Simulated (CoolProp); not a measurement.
Model: reference Helmholtz-energy equation of state, Thol 2015, in CoolProp.

For octamethylcyclotetrasiloxane (D4), give the phase and the cp (kJ/(kg K)), speed of sound (m/s), expansivity (1/kK) at 567.7 K and 1970 kPa.


- 567.7 K and 1970 kPa: liquid; cp 2.36, speed of sound 191, expansivity 4.70
